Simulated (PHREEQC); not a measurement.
0.11 g of hydrous ferric oxide (600 m²/g; 0.2 weak and 0.005 strong sites per Fe, Dzombak-Morel constants, diffuse double layer) in 1 kg of water with 0.005 mol/kgw of an inert sodium salt and 0.00052 mol/kgw Ag2SO4 and 9.5e-05 mol/kgw Na2SO4, at 25 °C; the pH is set by adding NaOH or the inert anion's acid. Oxygen alone is held at its pressure in air (log pO2 = -0.68). No CO2 enters from the air. No solid was allowed to form.

Equilibrium calculation in PHREEQC: ion-association model, wateq4f.dat.

```json
[
 {"pH": "4", "S sorbed (%)": "18.8", "Ag sorbed (%)": "0.0", "surface charge σ (C/m²)": "0.025", "surface potential ψ (mV)": "86"},
 {"pH": "4.5", "S sorbed (%)": "…", "Ag sorbed (%)": "0.0", "surface charge σ (C/m²)": "0.024", "surface potential ψ (mV)": "85"},
 {"pH": "5", "S sorbed (%)": "16.3", "Ag sorbed (%)": "0.1", "surface charge σ (C/m²)": "0.022", "surface potential ψ (mV)": "81"},
 {"pH": "5.5", "S sorbed (%)": "13.4", "Ag sorbed (%)": "0.3", "surface charge σ (C/m²)": "0.020", "surface potential ψ (mV)": "76"},
 {"pH": "6", "S sorbed (%)": "9.8", "Ag sorbed (%)": "0.6", "surface charge σ (C/m²)": "…", "surface potential ψ (mV)": "68"},
 {"pH": "6.5", "S sorbed (%)": "6.1", "Ag sorbed (%)": "…", "surface charge σ (C/m²)": "0.013", "surface potential ψ (mV)": "58"},
 {"pH": "7.5", "S sorbed (%)": "0.8", "Ag sorbed (%)": "2.9", "surface charge σ (C/m²)": "…", "surface potential ψ (mV)": "30"},
 {"pH": "8", "S sorbed (%)": "0.1", "Ag sorbed (%)": "6.6", "surface charge σ (C/m²)": "0.001", "surface potential ψ (mV)": "…"},
 {"pH": "8.5", "S sorbed (%)": "0.0", "Ag sorbed (%)": "12.5", "surface charge σ (C/m²)": "-0.004", "surface potential ψ (mV)": "-21"},
 {"pH": "9", "S sorbed (%)": "0.0", "Ag sorbed (%)": "18.3", "surface charge σ (C/m²)": "…", "surface potential ψ (mV)": "-42"},
 {"pH": "9.5", "S sorbed (%)": "0.0", "Ag sorbed (%)": "21.6", "surface charge σ (C/m²)": "-0.012", "surface potential ψ (mV)": "-53"},
 {"pH": "10", "S sorbed (%)": "0.0", "Ag sorbed (%)": "22.9", "surface charge σ (C/m²)": "-0.013", "surface potential ψ (mV)": "-55"}
]
```

**Question.** Fill in the missing entries.

**Answer.** 
- 4.5, S sorbed (%): 18.0
- 6, surface charge σ (C/m²): 0.017
- 6.5, Ag sorbed (%): 0.7
- 7.5, surface charge σ (C/m²): 0.006
- 8, surface potential ψ (mV): 5
- 9, surface charge σ (C/m²): -0.009

Along this series the solution becomes supersaturated in solids that the run did not let form, among them Ag2O.
